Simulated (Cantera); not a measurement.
**n-butane + NH₃ + H₂ (carbon deposition, reforming and gasification)**

Input: 1 mol n-butane, 0.17 mol NH₃, a varied amount of H₂, held at 1152 °C and 9900000 Pa.

Equilibrium computed with Cantera from the NASA thermochemical tables; the gas is ideal and each condensed phase is pure. Candidate condensed phases: C, C₆H₆, C₇H₈, C₈H₁₈; 92 gas species. The ideal-gas law is rough above about 30 bar. Equilibrium is a limit: real reactors are often held back by kinetics, nucleation or transport.

| n(H₂) (mol) | x H₂ | x CH₄ | x N₂ | x NH₃ | x C₂H₆ | x C₂H₄ | n C(graphite) |
|---|---|---|---|---|---|---|---|
| 0.71 | 0.764 | 0.218 | 0.0168 | 0.000673 | 0.000154 | 0.000128 | 2.92 |
| 1.1 | 0.765 | 0.218 | 0.0157 | 0.000653 | 0.000155 | 0.000128 | 2.84 |
| 1.8 | 0.766 | 0.219 | 0.0142 | 0.000621 | 0.000155 | 0.000129 | 2.72 |
| 3 | 0.767 | 0.220 | 0.0121 | 0.000576 | 0.000156 | 0.000129 | 2.49 |
| 4.8 | 0.769 | 0.220 | 0.00995 | 0.000523 | 0.000157 | 0.000130 | 2.16 |
| 7.7 | 0.770 | 0.221 | 0.00771 | 0.000462 | 0.000158 | 0.000130 | 1.63 |
| 12 | 0.771 | 0.222 | 0.00577 | 0.000400 | 0.000159 | 0.000130 | 0.843 |
| 20 | 0.809 | 0.187 | 0.00380 | 0.000348 | 0.000108 | 8.43e-5 | 0 |
x: gas mole fraction; n: condensed amount in mol.

From 0.71 mol H₂ to 12 mol H₂ the condensed part is C(graphite). At 20 mol H₂ nothing is condensed. The main C-bearing gas is CH₄ throughout. The share of C in condensed phases is highest at 0.71 mol H₂ (72.9 %) and lowest at 20 mol H₂ (0.0 %).
